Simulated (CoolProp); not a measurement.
n-perfluorohexane at several states: fugacity coefficient from the reference equation and from simpler models built on Tc = 448.0 K, pc = 1.742 MPa, ω = 0.497; each cubic takes its own stable root.

Values from CoolProp's reference Helmholtz-energy equation of state, Gao 2022.

| T (K) | p (MPa) | phase | reference |
|---|---|---|---|
| 421.2 | 0.0806 | gas | 0.9799 |
| 281.9 | 0.0695 | liquid | 0.1953 |
| 427.8 | 0.693 | gas | 0.8380 |
| 341.5 | 0.0283 | gas | 0.9854 |

### Question
How far does each simpler model (van der Waals, Redlich-Kwong, Soave-Redlich-Kwong, Peng-Robinson) lie from the reference over these 4 states: mean and median of the absolute difference, and the worst?

### Answer
- van der Waals: mean 99.7 %, median 2.1 %, worst +394.3 % at 281.9 K and 0.0695 MPa
- Redlich-Kwong: mean 77.7 %, median 0.8 %, worst +309.0 % at 281.9 K and 0.0695 MPa
- Soave-Redlich-Kwong: mean 0.1 %, median 0.0 %, worst +0.5 % at 427.8 K and 0.693 MPa
- Peng-Robinson: mean 1.2 %, median 0.6 %, worst +3.4 % at 281.9 K and 0.0695 MPa

At some of these states van der Waals gives the other phase, because its saturation line lies elsewhere.
